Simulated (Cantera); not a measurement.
Input (Python, Cantera):

```python
import numpy as np
import cantera as ct

gas = ct.Solution("h2o2.yaml")
gas.TPX = 425, 11000, {'H2': 1, 'O2': 0.333, 'N2': 1.25, 'H2O': 0.16}
flame = ct.FreeFlame(gas, width=0.19)
flame.set_refine_criteria(ratio=3, slope=0.08, curve=0.16)
flame.transport_model = "mixture-averaged"
flame.solve(loglevel=0, auto=True)
flame.transport_model = "multicomponent"
flame.soret_enabled = True
flame.solve(loglevel=0, refine_grid=True)
z, T = flame.grid, flame.T
thick = (T[-1] - T[0]) / np.gradient(T, z).max()
show = ['H2', 'O2', 'H2O', 'HO2', 'H2O2', 'H']
print(f"laminar burning velocity  {flame.velocity[0] * 100:.3f} cm/s")
print(f"burnt temperature         {T[-1]:.1f} K")
print(f"thermal thickness         {thick * 1e3:.4f} mm")
print(f"grid points               {len(z)}")
z0 = z[flame.heat_release_rate.argmax()]
print(f"{'z/mm':>9s}{'T/K':>9s}{'u/(m/s)':>9s}" + "".join(f"{s:>11s}" for s in show))
rows = []
for k in (-3, -2, -1.5, -1, -0.5, -0.25, 0, 0.25, 0.5, 1, 2, 4, 8):
    zz = z0 + k * thick
    rows.append([k * thick, np.interp(zz, z, T), np.interp(zz, z, flame.velocity),
                 *(np.interp(zz, z, flame.X[gas.species_index(s)]) for s in show)])
    print(f"{rows[-1][0] * 1e3:9.3f}{rows[-1][1]:9.1f}{rows[-1][2]:9.3f}" + "".join(f"{x:11.3e}" for x in rows[-1][3:]))
```

Output:

```
laminar burning velocity  343.015 cm/s
burnt temperature         2190.7 K
thermal thickness         6.8056 mm
grid points               141
     z/mm      T/K  u/(m/s)         H2         O2        H2O        HO2       H2O2          H
  -20.417    425.0    3.430  3.646e-01  1.214e-01  5.833e-02  1.657e-15 -1.229e-16  3.884e-19
  -13.611    425.0    3.430  3.646e-01  1.214e-01  5.833e-02  6.054e-13  4.817e-16  7.577e-16
  -10.208    425.0    3.430  3.646e-01  1.214e-01  5.833e-02  1.742e-11  1.759e-14  5.388e-14
   -6.806    425.0    3.430  3.646e-01  1.214e-01  5.833e-02  1.252e-08  1.893e-11  5.404e-10
   -3.403    430.2    3.451  3.600e-01  1.221e-01  5.889e-02  6.764e-05  1.901e-06  4.096e-05
   -1.701    610.8    4.767  3.271e-01  1.189e-01  7.481e-02  5.474e-05  8.319e-06  6.080e-03
    0.000   1033.4    7.874  2.123e-01  7.717e-02  1.650e-01  1.496e-05  3.363e-07  5.774e-02
    1.701   1300.5    9.853  1.097e-01  1.706e-02  2.773e-01  2.864e-06  4.357e-07  9.979e-02
    3.403   1405.1   10.595  1.003e-01  8.113e-03  2.952e-01  1.227e-06  4.084e-07  9.719e-02
    6.806   1518.8   11.372  1.060e-01  6.479e-03  2.998e-01  8.570e-07  3.200e-07  8.424e-02
   13.611   1647.1   12.223  1.127e-01  5.122e-03  3.051e-01  5.995e-07  1.955e-07  6.891e-02
   27.223   1777.9   13.064  1.184e-01  3.653e-03  3.118e-01  3.949e-07  1.036e-07  5.358e-02
   54.445   1900.9   13.832  1.231e-01  2.298e-03  3.193e-01  2.462e-07  5.281e-08  3.944e-02
```

Computed with Cantera and the H2/O2 subset of GRI-Mech 3.0, which has no nitrogen chemistry. Burning velocities carry a grid error of a few per cent, more on coarse grids.
